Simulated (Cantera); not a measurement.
Charge: 1 mol B₂H₆, 5.4 mol NH₃, 6.4 mol N₂, at 825 K and 0.00190 bar.

Method: chemical equilibrium by Gibbs-energy minimisation in Cantera with the NASA 1993 tables (ideal gas, pure condensed phases). Candidate condensed phases: B, BN; 15 gas species. The feed counts by its element totals alone. Rates play no part.

Base state: H₂ 0.578, N₂ 0.422 (mole fractions); condensed: BN(s).

Question: What changes in the equilibrium state with this change: temperature from 825 K to 2025 K?

Answer: 
```
species     before     after
----------  ------  --------
H₂           0.578     0.552
N₂           0.422     0.415
H            <1e-9    0.0328
BH₂          <1e-9  0.000138
B            <1e-9   4.91e-5
BN(s), mol    2.00      2.00
```
The tables' values for BH₂ are old estimates; treat these amounts as uncertain.
